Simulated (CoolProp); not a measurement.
The numbers come from the reference Helmholtz-energy equation of state, Lemmon 2005 in CoolProp. It is a short technical equation, of lower accuracy than the large ones.

Q: For 1-butene, give the phase and the density (kg/m³), cp (kJ/(kg K)), isothermal compressibility (1/MPa), fugacity coefficient at 204.55 °C and 4.75 MPa.

A: 
- 204.55 °C and 4.75 MPa: supercritical; density 98.0, cp 2.89, isothermal compressibility 0.322, fugacity coefficient 0.748
